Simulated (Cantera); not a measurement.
Mixture: 7.29 % CH4, 13.3 % O2, 79.4 % N2, at 22.0 bar, adiabatic and at constant volume. Ignition delay is the time to a rise of 400 K.

Computed with Cantera and GRI-Mech 3.0 (53 species, 325 reactions). The pressure lies above the range GRI-Mech 3.0 was tuned for (to about 10 atm).

**Question.** Predict: delay at 1298 K; delay at 1448 K; delay at 1598 K; delay at 1748 K; delay at 1898 K; apparent activation energy between 1748 and 1898 K.

**Answer.** 
* **delay at 1298 K**: 0.988 ms
* **delay at 1448 K**: 0.224 ms
* **delay at 1598 K**: 58.3 µs
* **delay at 1748 K**: 17.2 µs
* **delay at 1898 K**: 5.98 µs
* **apparent activation energy between 1748 and 1898 K**: 190 kJ/mol
